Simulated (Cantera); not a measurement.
Feed: 1 mol BN, 360 mol H₂, at 1298 K and 0.00133 bar.

Equilibrium computed with Cantera from the NASA thermochemical tables; the gas is ideal and each condensed phase is pure. Candidate condensed phases: B, BN; 15 gas species. The numbers say what is thermodynamically allowed, not how fast it happens.

Problem. What is the equilibrium state?

Solution. 
```json
{
  "x(H₂)": "1.000",
  "x(H)": "2.93e-5",
  "n(BN(s))": "1.000 mol",
  "gas_amount": "360.0 mol",
  "log10 activity of B(s) (absent)": "-0.59"
}
```
